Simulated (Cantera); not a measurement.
**Reactions in the system F-H-Na-O**

Standard-state values (1 bar) from the NASA 1993 polynomials, evaluated with Cantera. Values are per mole of reaction as written; species without (g) are pure solids or liquids, kept so even where they would boil at 1 bar.

2 Na + 2 H2O(g) + F2(g) = 2 NaOH(g) + 2 HF(g)

```json
[
 {"T (K)": "300", "ΔH° (kJ)": "-457.0", "ΔS° (J/K)": "121.4", "ΔG° (kJ)": "-493.4", "log10 K": "85.91", "condensed phases": "Na(s)"},
 {"T (K)": "400", "ΔH° (kJ)": "-462.5", "ΔS° (J/K)": "106.6", "ΔG° (kJ)": "-505.1", "log10 K": "65.96", "condensed phases": "Na(l)"},
 {"T (K)": "450", "ΔH° (kJ)": "-462.7", "ΔS° (J/K)": "106.1", "ΔG° (kJ)": "-510.4", "log10 K": "59.25", "condensed phases": "Na(l)"},
 {"T (K)": "500", "ΔH° (kJ)": "-462.9", "ΔS° (J/K)": "105.7", "ΔG° (kJ)": "-515.7", "log10 K": "53.88", "condensed phases": "Na(l)"},
 {"T (K)": "550", "ΔH° (kJ)": "-463.1", "ΔS° (J/K)": "105.3", "ΔG° (kJ)": "-521.0", "log10 K": "49.48", "condensed phases": "Na(l)"},
 {"T (K)": "600", "ΔH° (kJ)": "-463.3", "ΔS° (J/K)": "105.0", "ΔG° (kJ)": "-526.2", "log10 K": "45.81", "condensed phases": "Na(l)"},
 {"T (K)": "650", "ΔH° (kJ)": "-463.5", "ΔS° (J/K)": "104.6", "ΔG° (kJ)": "-531.5", "log10 K": "42.71", "condensed phases": "Na(l)"},
 {"T (K)": "700", "ΔH° (kJ)": "-463.7", "ΔS° (J/K)": "104.3", "ΔG° (kJ)": "-536.7", "log10 K": "40.05", "condensed phases": "Na(l)"},
 {"T (K)": "750", "ΔH° (kJ)": "-463.9", "ΔS° (J/K)": "104.0", "ΔG° (kJ)": "-541.9", "log10 K": "37.74", "condensed phases": "Na(l)"},
 {"T (K)": "800", "ΔH° (kJ)": "-464.2", "ΔS° (J/K)": "103.6", "ΔG° (kJ)": "-547.1", "log10 K": "35.72", "condensed phases": "Na(l)"}
]
```
